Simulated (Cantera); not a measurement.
A perfectly stirred reactor is fed with CO : H2 : CH4 : O2 : N2 = 1 : 0.038 : 1.4 : 2.37 : 8.91 (molar parts), at 100000 Pa; it is adiabatic with a 800 K inlet, and is followed from long to short residence time, starting on the burning branch (τ in s: 0.18, 0.087, 0.041, 0.02, 0.0093, 0.0044, 0.0021, 0.00099, 0.00047, 0.00022, 0.00011, 5.1e-05, 2.4e-05).

Computed with Cantera and GRI-Mech 3.0 (53 species, 325 reactions).

One state of this run: T (K) = 2356; x CO = 0.0978; x H2 = 0.0374; x CH4 = 1.88e-5; x C2H4 = 6.82e-9; x C2H = 6.07e-10. x: mole fraction; the columns are a selection and need not sum to one.

**Question.** Which value of τ (s) does it belong to?
(A) 0.00099
(B) 0.18
(C) 0.00047
(D) 0.0093

**Answer.** D, 0.0093
